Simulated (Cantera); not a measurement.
A Cantera script and what it prints.

```python
import numpy as np
import cantera as ct

gas_names = """
    CL CL2 H HCL H2 Si SiCL SiCL2 SiCL3 SiCL4 SiH SiHCL3 SiH2 SiH2CL2 SiH3 SiH3CL SiH4 Si2 Si3
""".split()
cond_names = """
    Si(cr) Si(L)
""".split()


# ... load() reads the species with a 1 bar reference pressure and builds the phases ...
atoms = {
    'Si2Cl6': {'Si': 2, 'CL': 6},
    'H2': {'H': 2},
}
top_T = {}  # K; cautious upper limits of use, not melting points


# ... equilibrate(T, P, feed) seeds the gas with the atoms and calls Mixture.equilibrate('TP', solver="vcs", rtol=1e-11, max_steps=5000) ...
results = []
feed = {'Si2Cl6': 1, 'H2': 18}  # mol
P = 1300  # Pa
for T in [1248, 1273, 1298, 1323, 1348, 1373, 1398, 1423, 1448, 1473, 1498, 1523]:
    mix = equilibrate(T, P, feed)
    results.append((T, P, feed, dict(zip(mix.species_names, mix.species_moles))))

top = {s: max(r[3][s] / sum(r[3][g] for g in gas_names) for r in results) for s in gas_names}
cols = sorted((s for s in top if top[s] > 1e-05), key=lambda s: -top[s])[:8]
seen = [c for c in cond_names if any(r[3].get(c, 0) > 1e-12 for r in results)]
print("log10 of partial pressures in bar; condensed amounts in mol")
print(f"{'T/K':>10s}" + "".join(f"{s[:9]:>10s}" for s in cols + seen))
for T, P, feed, n in results:
    ng = sum(n[g] for g in gas_names)
    print(f"{T:10.4g}" + "".join(f"{np.log10(max(n[s] / ng * P / 1e5, 1e-99)):10.3f}" for s in cols)
          + "".join(f"{n.get(c, 0):10.4g}" for c in seen))
```

Result:

```
log10 of partial pressures in bar; condensed amounts in mol
       T/K        H2       HCL     SiCL2     SiCL4     SiCL3    SiHCL3         H   SiH2CL2    Si(cr)
      1248    -1.971    -2.842    -3.312    -3.667    -3.919    -4.250    -7.316    -5.700     0.612
      1273    -1.975    -2.818    -3.247    -3.793    -3.928    -4.349    -7.134    -5.763    0.5886
      1298    -1.978    -2.799    -3.195    -3.933    -3.952    -4.458    -6.959    -5.834    0.5642
      1323    -1.981    -2.786    -3.154    -4.086    -3.989    -4.576    -6.790    -5.910    0.5407
      1348    -1.983    -2.776    -3.122    -4.248    -4.035    -4.701    -6.627    -5.990    0.5192
      1373    -1.984    -2.770    -3.097    -4.417    -4.089    -4.830    -6.470    -6.073       0.5
      1398    -1.985    -2.766    -3.078    -4.588    -4.148    -4.961    -6.318    -6.157    0.4832
      1423    -1.986    -2.764    -3.063    -4.761    -4.211    -5.093    -6.171    -6.241    0.4683
      1448    -1.987    -2.763    -3.051    -4.932    -4.274    -5.223    -6.029    -6.325     0.455
      1473    -1.987    -2.763    -3.042    -5.101    -4.339    -5.352    -5.891    -6.407     0.443
      1498    -1.987    -2.764    -3.034    -5.267    -4.403    -5.478    -5.758    -6.488     0.432
      1523    -1.987    -2.765    -3.028    -5.429    -4.466    -5.601    -5.630    -6.567    0.4218
```

Equilibrium computed with Cantera from the NASA thermochemical tables; the gas is ideal and each condensed phase is pure. The feed counts by its element totals alone. The tables' values for SiCl3, SiCl are old estimates; treat these amounts as uncertain.
